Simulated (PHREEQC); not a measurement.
Synthetic water in mmol/kgw, 25 °C, pH 2.43, pe 12.4:

```tsv
constituent	mmol/kgw
Na	3.03
K	2.09
Ca	3.73
Mg	2.3
Cl	6.81
S(6)	8.71
F	0.00594
Zn	0.0511
```

Valence states are taken as typed.

All values are PHREEQC results (ion-association model, phreeqc.dat), not measurements.

This is a speciation only: nothing precipitates in the calculation.

### Question
Predict the ionic strength, charge-balance error.

### Answer
ionic strength 0.0294 mol/kgw; charge-balance error -3.6 %.

### Question
In which forms is F present?

### Answer
HF 82 %, F- 17 %, MgF+ 1.0 % of the F.
